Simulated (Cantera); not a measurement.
## Ammonia decomposition in nitride growth gas

An isothermal, constant-pressure homogeneous reactor starts with 58.8 % NH3, 41.2 % N2, at 2125 K and 1.58 atm.

Detailed kinetics in Cantera: the gas-phase N/H chemistry of the illustrative SiF4/NH3 mechanism in the Surface Chemkin manual (1991). Walls and surfaces, which speed up NH3 decomposition in real reactors, are not modelled.

```
t (s)        x NH3   x N2    x N2H2      x N     x NH     x NH2    x N2H4
--------  --------  -----  --------  -------  -------  --------  --------
0.000200     0.566  0.412   7.21e-6  3.00e-7  2.03e-5   0.00189   1.02e-6
0.000570     0.528  0.415   6.38e-6  7.41e-7  2.41e-5   0.00166   7.88e-7
0.00162      0.437  0.420   4.78e-6  1.34e-6  2.68e-5   0.00135   5.18e-7
0.00462      0.271  0.429   2.51e-6  1.78e-6  2.51e-5  0.000926   2.45e-7
0.0132      0.0892  0.439   6.41e-7  1.90e-6  1.75e-5  0.000423   5.11e-8
0.0375     0.00901  0.444   3.61e-8  1.33e-6  6.34e-6   7.94e-5   1.80e-9
0.107     0.000781  0.444  5.93e-10  2.69e-7  9.67e-7   9.09e-6  2.35e-11
0.304     0.000188  0.444  3.75e-11  6.68e-8  2.37e-7   2.21e-6  1.39e-12
0.866      5.93e-5  0.444  5.92e-12  2.11e-8  7.51e-8   6.97e-7    <1e-12
2.47       2.08e-5  0.444  2.84e-12  7.43e-9  2.64e-8   2.45e-7    <1e-12
7.02       9.29e-6  0.444  2.50e-12  3.31e-9  1.18e-8   1.09e-7    <1e-12
20.0       7.29e-6  0.444  2.46e-12  2.60e-9  9.23e-9   8.58e-8    <1e-12
```
x: mole fraction; the columns are a selection and need not sum to one.

Equilibrium at this temperature and pressure: NH3 7.25e-6, N2 0.444, N2H2 2.46e-12, N 2.59e-9, NH 9.18e-9, NH2 8.53e-8, N2H4 <1e-12 (gas phase only).
